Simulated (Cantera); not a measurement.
Source: NASA polynomial tables (part measured, part estimated), evaluated in Cantera. Values are per mole of reaction as written; species without (g) are pure solids or liquids, kept so even where they would boil at 1 bar.

### Question
Between 650 and 1250 K, where is each reaction favourable under standard conditions?
- NO(g) + Ta2O5 → 2 TaO2(g) + NO2(g)

### Answer
- NO(g) + Ta2O5 → 2 TaO2(g) + NO2(g): ΔG° is 1303 kJ at 650 K and 1066 kJ at 1250 K; it stays positive (K < 1). ΔH° is 1542 kJ and ΔS° 381 J/K at 1250 K.
